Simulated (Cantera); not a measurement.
A Cantera script and what it prints.

```python
import numpy as np
import cantera as ct

gas_names = """
    AL ALCL ALCL2 ALCL3 ALN ALO ALOCL ALO2 AL2 AL2CL6 AL2O AL2O2 CL CLO CL2 N NO NO2 NO3 N2 N2O O O2 O3
""".split()
cond_names = """
    AL(cr) AL(L) ALCL3(s) ALCL3(L) ALN(s) AL2O3(a) AL2O3(L)
""".split()


# ... load() reads the species with a 1 bar reference pressure and builds the phases ...
atoms = {
    'AlCl3': {'AL': 1, 'CL': 3},
    'O2': {'O': 2},
    'N2': {'N': 2},
}
top_T = {'ALN(s)': 2750}  # K; cautious upper limits of use, not melting points


# ... equilibrate(T, P, feed) seeds the gas with the atoms and calls Mixture.equilibrate('TP', solver="vcs", rtol=1e-11, max_steps=5000) ...
results = []
T = 1725  # K
P = 13332.2  # Pa
for m in [3.6, 6.9, 10, 13, 17, 20, 23, 26, 29]:
    feed = {'AlCl3': 1, 'O2': m, 'N2': 1.2}  # mol
    mix = equilibrate(T, P, feed)
    results.append((T, P, feed, dict(zip(mix.species_names, mix.species_moles))))

top = {s: max(r[3][s] / sum(r[3][g] for g in gas_names) for r in results) for s in gas_names}
cols = sorted((s for s in top if top[s] > 1e-05), key=lambda s: -top[s])[:6]
seen = [c for c in cond_names if any(r[3].get(c, 0) > 1e-12 for r in results)]
print("log10 of partial pressures in bar; condensed amounts in mol")
print(f"{'n(O2)':>10s}" + "".join(f"{s[:9]:>10s}" for s in cols + seen))
for T, P, feed, n in results:
    ng = sum(n[g] for g in gas_names)
    print(f"{feed['O2']:10.4g}" + "".join(f"{np.log10(max(n[s] / ng * P / 1e5, 1e-99)):10.3f}" for s in cols)
          + "".join(f"{n.get(c, 0):10.4g}" for c in seen))
```

It prints:

```
log10 of partial pressures in bar; condensed amounts in mol
     n(O2)        O2        CL        N2       CL2        NO       CLO  AL2O3(a)
       3.6    -1.216    -1.539    -1.593    -1.758    -3.510    -3.866    0.4978
       6.9    -1.071    -1.664    -1.784    -2.008    -3.533    -3.918    0.4989
        10    -1.017    -1.749    -1.908    -2.178    -3.569    -3.977    0.4992
        13    -0.988    -1.815    -2.002    -2.310    -3.601    -4.028    0.4994
        17    -0.964    -1.887    -2.101    -2.455    -3.639    -4.088    0.4996
        20    -0.952    -1.933    -2.164    -2.547    -3.664    -4.128    0.4997
        23    -0.943    -1.974    -2.218    -2.628    -3.687    -4.165    0.4997
        26    -0.936    -2.011    -2.266    -2.702    -3.707    -4.198    0.4998
        29    -0.930    -2.045    -2.310    -2.769    -3.726    -4.229    0.4998
```

These are equilibrium values from Cantera (NASA tables, ideal gas, pure condensed phases), not measurements of a reactor.
